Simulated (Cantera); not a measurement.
**Moist CO burnout**

A perfectly stirred reactor is fed with CO : O2 : H2O : N2 = 0.002 : 0.0021 : 0.00031 : 1 (molar parts), equivalence ratio 0.48, at 7500 Torr; it is held at 1273 K, and followed from long to short residence time.

Computed with Cantera and GRI-Mech 3.0 (53 species, 325 reactions).

```tsv
τ (s)	x CO	x O2	x H2O	x OH	x NO
3.1	4.29e-5	0.00112	0.000308	5.18e-7	7.00e-7
1.0	0.000117	0.00115	0.000308	5.52e-7	7.22e-7
0.33	0.000299	0.00124	0.000307	5.72e-7	5.78e-7
0.11	0.000665	0.00143	0.000306	5.83e-7	3.17e-7
0.036	0.00119	0.00169	0.000305	5.74e-7	1.03e-7
0.012	0.00164	0.00191	0.000305	5.33e-7	1.94e-8
0.0038	0.00189	0.00204	0.000306	4.25e-7	1.94e-9
0.0013	0.00197	0.00208	0.000308	2.26e-7	1.05e-10
```
x: mole fraction; the columns are a selection and need not sum to one.
